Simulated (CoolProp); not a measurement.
R245ca at 249.82 K and 0.00645 MPa is throttled through a valve to 0.000386 MPa with no heat exchange. Each further row changes one setting.

Computed with CoolProp (reference Helmholtz-energy equation of state, Zhou 2016).

| case | final density (kg/m³) |
|---|---|
| as stated | 0.0249 |
| outlet pressure 0.000116 MPa | 0.00749 |
| outlet pressure 0.000502 MPa | 0.0324 |
